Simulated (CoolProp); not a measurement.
Values from CoolProp's reference Helmholtz-energy equation of state, McLinden 2015.

For the fluoroketone C6F12O (FK-5-1-12), give the phase and the cv (kJ/(kg K)), speed of sound (m/s) at 465.7 K and 0.112 MPa.


- 465.7 K and 0.112 MPa: gas; cv 1.00, speed of sound 110
